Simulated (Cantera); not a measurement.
A Cantera script and what it prints.

```python
import numpy as np
import cantera as ct

gas_names = """
    Cu CuF CuF2 CuO Cu2 F FO FO2 F2 F2O H HF HOF HO2 H2 H2F2 H2O H2O2 H3F3 H4F4 H5F5 H6F6 H7F7 O OH O2
    O3
""".split()
cond_names = """
    Cu(cr) Cu(L) CuF2(s) CuF2(L) CuO(s) CuO2H2(s) Cu2O(s) Cu2O(L) H2O(s) H2O(L)
""".split()


# ... load() reads the species with a 1 bar reference pressure and builds the phases ...
atoms = {
    'CuO': {'Cu': 1, 'O': 1},
    'F2': {'F': 2},
    'H2': {'H': 2},
}
top_T = {'CuO(s)': 1390}  # K; cautious upper limits of use, not melting points


# ... equilibrate(T, P, feed) seeds the gas with the atoms and calls Mixture.equilibrate('TP', solver="vcs", rtol=1e-11, max_steps=5000) ...
results = []
T = 750  # K
P = 1333.22  # Pa
for m in [1.9, 2.8, 3.7, 4.5, 5.4, 6.3, 7.2, 8.1, 8.9, 9.8]:
    feed = {'CuO': 1, 'F2': m, 'H2': 0.92}  # mol
    mix = equilibrate(T, P, feed)
    results.append((T, P, feed, dict(zip(mix.species_names, mix.species_moles))))

top = {s: max(r[3][s] / sum(r[3][g] for g in gas_names) for r in results) for s in gas_names}
cols = sorted((s for s in top if top[s] > 1e-06), key=lambda s: -top[s])[:5]
seen = [c for c in cond_names if any(r[3].get(c, 0) > 1e-12 for r in results)]
print("log10 of partial pressures in bar; condensed amounts in mol")
print(f"{'n(F2)':>10s}" + "".join(f"{s[:9]:>10s}" for s in cols + seen))
for T, P, feed, n in results:
    ng = sum(n[g] for g in gas_names)
    print(f"{feed['F2']:10.4g}" + "".join(f"{np.log10(max(n[s] / ng * P / 1e5, 1e-99)):10.3f}" for s in cols)
          + "".join(f"{n.get(c, 0):10.4g}" for c in seen))
```

It prints:

```
log10 of partial pressures in bar; condensed amounts in mol
     n(F2)        HF        F2        O2         F       H2O   CuF2(s)    CuO(s)
       1.9    -1.978   -24.665    -2.552   -14.769    -4.843    0.9825   0.01749
       2.8    -2.122    -2.455    -2.688    -3.664   -27.407         1         0
       3.7    -2.230    -2.255    -2.796    -3.563   -27.878         1         0
       4.5    -2.307    -2.170    -2.873    -3.521   -28.156         1         0
       5.4    -2.380    -2.113    -2.946    -3.492   -28.397         1         0
       6.3    -2.443    -2.075    -3.009    -3.473   -28.591         1         0
       7.2    -2.498    -2.048    -3.064    -3.460   -28.755         1         0
       8.1    -2.547    -2.029    -3.112    -3.450   -28.896         1         0
       8.9    -2.586    -2.015    -3.151    -3.443   -29.008         1         0
       9.8    -2.626    -2.002    -3.192    -3.437   -29.121         1         0
```

Cantera equilibrium calculation (NASA polynomials, part measured and part estimated; ideal gas, pure solids and liquids).
